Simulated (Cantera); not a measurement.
## Diamond growth

A diamond (100) surface in a fixed gas of H2 with x(CH4) = 0.007, x(H) = 0.016, x(CH3) = 0.00022, at 1250 K; coverages are run to steady state.

Detailed kinetics in Cantera: the Harris–Goodwin 1993 mechanism for the reconstructed diamond (100) surface.

```json
[
 {"P (Pa)": "910", "growth (µm/h)": "0.403", "θ c6HH": "0.407", "θ c6H*": "0.0439", "θ c6*H": "0.511", "θ c6**": "0.0379", "θ c6HM": "0.000251"},
 {"P (Pa)": "1600", "growth (µm/h)": "0.928", "θ c6HH": "0.407", "θ c6H*": "0.0439", "θ c6*H": "0.511", "θ c6**": "0.0379", "θ c6HM": "0.000416"},
 {"P (Pa)": "2800", "growth (µm/h)": "2.19", "θ c6HH": "0.406", "θ c6H*": "0.0439", "θ c6*H": "0.510", "θ c6**": "0.0379", "θ c6HM": "0.000660"},
 {"P (Pa)": "4900", "growth (µm/h)": "5.17", "θ c6HH": "0.406", "θ c6H*": "0.0439", "θ c6*H": "0.510", "θ c6**": "0.0379", "θ c6HM": "0.000992"},
 {"P (Pa)": "8600", "growth (µm/h)": "11.9", "θ c6HH": "0.406", "θ c6H*": "0.0440", "θ c6*H": "0.509", "θ c6**": "0.0379", "θ c6HM": "0.00140"},
 {"P (Pa)": "15000", "growth (µm/h)": "26.0", "θ c6HH": "0.406", "θ c6H*": "0.0442", "θ c6*H": "0.509", "θ c6**": "0.0380", "θ c6HM": "0.00181"},
 {"P (Pa)": "26000", "growth (µm/h)": "53.0", "θ c6HH": "0.405", "θ c6H*": "0.0446", "θ c6*H": "0.508", "θ c6**": "0.0380", "θ c6HM": "0.00218"},
 {"P (Pa)": "46000", "growth (µm/h)": "105", "θ c6HH": "0.405", "θ c6H*": "0.0452", "θ c6*H": "0.507", "θ c6**": "0.0382", "θ c6HM": "0.00249"}
]
```
θ: site fractions in the mechanism's names (c6HH fully hydrogenated, c6H* and c6*H radical sites, c6** diradical, c6HM methylated).
